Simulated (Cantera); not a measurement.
Input (Python, Cantera) and output of one run.

```python
import numpy as np
import cantera as ct

gas_names = """
    AL ALH ALO ALOH ALO2 ALO2H AL2 AL2O AL2O2 H HALO HO2 H2 H2O H2O2 O OH O2 O3
""".split()
cond_names = """
    AL(cr) AL(L) AL2O3(a) AL2O3(L) H2O(s) H2O(L)
""".split()


# ... load() reads the species with a 1 bar reference pressure and builds the phases ...
atoms = {
    'Al2O3': {'AL': 2, 'O': 3},
    'H2': {'H': 2},
}
top_T = {}  # K; cautious upper limits of use, not melting points


# ... equilibrate(T, P, feed) seeds the gas with the atoms and calls Mixture.equilibrate('TP', solver="vcs", rtol=1e-11, max_steps=5000) ...
results = []
feed = {'Al2O3': 1, 'H2': 180}  # mol
T = 1098  # K
P = 1000  # Pa
mix = equilibrate(T, P, feed)
results.append((T, P, feed, dict(zip(mix.species_names, mix.species_moles))))
x = sorted(zip(gas.X, gas.species_names), reverse=True)
print(f"T = {T:g} K  P = {P:g} Pa  gas = {mix.phase_moles(0):.4g} mol")
print("   x: " + "  ".join(f"{s} {v:.3e}" for v, s in x if v > 0.001))
print("   condensed (mol): " + ("  ".join(f"{mix.phase(i).name} {mix.phase_moles(i):.4g}"
      for i in range(1, mix.n_phases) if mix.phase_moles(i) > 1e-12) or "none"))
```

Result:

```
T = 1098 K  P = 1000 Pa  gas = 180 mol
   x: H2 1.000e+00
   condensed (mol): AL2O3(a) 1
```

Cantera equilibrium calculation (NASA polynomials, part measured and part estimated; ideal gas, pure solids and liquids).
